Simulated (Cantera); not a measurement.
A perfectly stirred reactor is fed with C₃H₈ : O₂ : N₂ = 1 : 3.12 : 11.8 (molar parts), equivalence ratio 1.6, at 10500 Torr; it is adiabatic with a 775 K inlet, and is followed from long to short residence time, starting on the burning branch (τ in s: 0.05, 0.028, 0.016, 0.009, 0.0051, 0.0029, 0.0016, 0.00092, 0.00052, 0.00029, 0.00017, 9.4e-05, 5.3e-05).

Cantera simulation using GRI-Mech 3.0 (53 species, 325 reactions); the numbers are that mechanism's predictions, not measurements. GRI-Mech 3.0 was tuned for natural gas; its chemistry of propane as a main component is partial and can be far from experiment. The pressure lies above the range GRI-Mech 3.0 was tuned for (to about 10 atm).

Question: What does this change do: C3H8 1 to 0.75 parts?

Answer: 
| quantity | before | after |
|---|---|---|
| blow-out, bracketed by the residence times tried | burning at 53.0 µs, the shortest tried | burning at 53.0 µs, the shortest tried |
| x(C₃H₈) at τ = 50.0 ms | 1.01e-7 | 2.83e-8 |
| x(O₂) at τ = 50.0 ms | 1.90e-5 | 0.000274 |
| x(C₂H) at τ = 50.0 ms | 2.99e-8 | 5.83e-9 |
| x(CH₃) at τ = 50.0 ms | 1.53e-5 | 6.18e-7 |
| x(OH) at τ = 50.0 ms | 0.000166 | 0.00200 |
| x(C₃H₈) at τ = 1.60 ms | 2.87e-6 | 7.54e-7 |
| x(O₂) at τ = 1.60 ms | 0.000459 | 0.000708 |
| x(C₂H) at τ = 1.60 ms | 7.97e-7 | 1.30e-7 |
| x(CH₃) at τ = 1.60 ms | 0.000245 | 1.25e-5 |
| x(OH) at τ = 1.60 ms | 0.000230 | 0.00268 |

Question: What does this change do: inlet temperature 775 to 400 K?

Answer: 
```tsv
quantity	before	after
blow-out, bracketed by the residence times tried	burning at 53.0 µs, the shortest tried	burning at 94.0 µs, out at 53.0 µs
x(C₃H₈) at τ = 50.0 ms	1.01e-7	5.20e-7
x(O₂) at τ = 50.0 ms	1.90e-5	0.000121
x(C₂H) at τ = 50.0 ms	2.99e-8	5.67e-8
x(CH₃) at τ = 50.0 ms	1.53e-5	6.57e-5
x(OH) at τ = 50.0 ms	0.000166	2.13e-5
x(C₃H₈) at τ = 1.60 ms	2.87e-6	1.36e-5
x(O₂) at τ = 1.60 ms	0.000459	0.00216
x(C₂H) at τ = 1.60 ms	7.97e-7	5.23e-7
x(CH₃) at τ = 1.60 ms	0.000245	0.000363
x(OH) at τ = 1.60 ms	0.000230	5.29e-5
```

Question: What does this change do: pressure from 10500 Torr to 3900 Torr?

Answer: 
```csv
quantity,before,after
"blow-out, bracketed by the residence times tried","burning at 53.0 µs, the shortest tried","burning at 53.0 µs, the shortest tried"
x(C₃H₈) at τ = 50.0 ms,1.01e-7,1.73e-7
x(O₂) at τ = 50.0 ms,1.90e-5,3.18e-5
x(C₂H) at τ = 50.0 ms,2.99e-8,5.65e-8
x(CH₃) at τ = 50.0 ms,1.53e-5,2.18e-5
x(OH) at τ = 50.0 ms,0.000166,0.000298
x(C₃H₈) at τ = 1.60 ms,2.87e-6,4.45e-6
x(O₂) at τ = 1.60 ms,0.000459,0.000623
x(C₂H) at τ = 1.60 ms,7.97e-7,1.23e-6
x(CH₃) at τ = 1.60 ms,0.000245,0.000300
x(OH) at τ = 1.60 ms,0.000230,0.000473
```
